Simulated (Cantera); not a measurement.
A freely propagating, adiabatic, planar premixed flame of 3.98 % CH4, 0.398 % C2H6, 0.637 % C3H8, 17.0 % O2, 78.0 % N2, unburnt at 650 K and 0.493 atm; mixture-averaged transport, grid criteria slope 0.08 and curve 0.16, no radiation.

Cantera simulation using GRI-Mech 3.0 (53 species, 325 reactions); the numbers are that mechanism's predictions, not measurements. GRI-Mech 3.0 was tuned for natural gas; its chemistry of propane as a main component is partial and can be far from experiment. Burning velocities carry a grid error of a few per cent, more on coarse grids.

x: mole fraction of selected species; z is measured from the peak of heat release.

```
z (mm)  T (K)  u (m/s)     x CH4    x C2H6   x C3H8     x CO2    x C2H4     x CH3
------  -----  -------  --------  --------  -------  --------  --------  --------
-2.28     650     1.10    0.0398   0.00398  0.00637   2.85e-7   2.81e-7   2.44e-8
-1.52     652     1.10    0.0397   0.00397  0.00636   4.00e-6   3.77e-6   2.28e-7
-1.14     657     1.12    0.0394   0.00396  0.00635         ?         ?         ?
-0.761    691     1.18    0.0380   0.00390  0.00625  0.000201  0.000159   9.07e-6
-0.380    921     1.58    0.0296   0.00327  0.00463   0.00267   0.00140  0.000255
-0.190   1211     2.11    0.0184   0.00176  0.00171   0.00788   0.00225   0.00106
0        1516     2.66   0.00559  0.000155  6.74e-5    0.0176  0.000867  0.000894
0.190    1649     2.89  0.000591   8.35e-7  9.40e-8    0.0287   4.24e-5  0.000105
0.380    1691     2.96   3.35e-5     <1e-8    <1e-8    0.0376   7.19e-7   5.95e-6
0.761    1740     3.03   1.50e-7     <1e-8    <1e-8    0.0477     <1e-8   2.93e-8
1.52     1803     3.12     <1e-8     <1e-8    <1e-8    0.0544     <1e-8     <1e-8
3.04     1871     3.22     <1e-8     <1e-8    <1e-8    0.0579     <1e-8     <1e-8
6.09     1930     3.31     <1e-8     <1e-8    <1e-8    0.0608     <1e-8     <1e-8
```

What belongs in the gaps?


- -1.14, x CO2: 2.15e-5
- -1.14, x C2H4: 1.94e-5
- -1.14, x CH3: 9.75e-7
